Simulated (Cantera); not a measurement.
An adiabatic, constant-volume homogeneous reactor starts with CH4 : H2 : O2 : N2 = 1 : 0.27 : 3.88 : 24.5 (molar parts), equivalence ratio 0.55, at 1573 K and 3750 Torr. Integrator tolerance rtol = 1e-08.

Detailed kinetics in Cantera: GRI-Mech 3.0 (53 species, 325 reactions).

### Question
What does this change do: pressure from 3750 Torr to 6530 Torr?

### Answer
```csv
quantity,before,after
time of steepest temperature rise,85.9 µs,56.1 µs
temperature at 0.200 s,2474 K,2483 K
equilibrium temperature,2474 K,2483 K
x(CH4) at 0.200 s,<1e-12 (gas-phase equilibrium <1e-12),<1e-12 (gas-phase equilibrium <1e-12)
x(H2) at 0.200 s,0.000603 (gas-phase equilibrium 0.000603),0.000479 (gas-phase equilibrium 0.000479)
x(O2) at 0.200 s,0.0527 (gas-phase equilibrium 0.0527),0.0526 (gas-phase equilibrium 0.0526)
x(CH2O) at 0.200 s,3.06e-12 (gas-phase equilibrium 3.06e-12),3.40e-12 (gas-phase equilibrium 3.40e-12)
x(NO) at 0.200 s,0.0113 (gas-phase equilibrium 0.0113),0.0114 (gas-phase equilibrium 0.0114)
```

### Question
What does this change do: pressure from 3750 Torr to 203 Torr?

### Answer
```csv
quantity,before,after
time of steepest temperature rise,85.9 µs,1.02 ms
temperature at 0.200 s,2474 K,2403 K
equilibrium temperature,2474 K,2403 K
x(CH4) at 0.200 s,<1e-12 (gas-phase equilibrium <1e-12),<1e-12 (gas-phase equilibrium <1e-12)
x(H2) at 0.200 s,0.000603 (gas-phase equilibrium 0.000603),0.00173 (gas-phase equilibrium 0.00173)
x(O2) at 0.200 s,0.0527 (gas-phase equilibrium 0.0527),0.0535 (gas-phase equilibrium 0.0534)
x(CH2O) at 0.200 s,3.06e-12 (gas-phase equilibrium 3.06e-12),1.23e-12 (gas-phase equilibrium 1.23e-12)
x(NO) at 0.200 s,0.0113 (gas-phase equilibrium 0.0113),0.00988 (gas-phase equilibrium 0.00994)
```
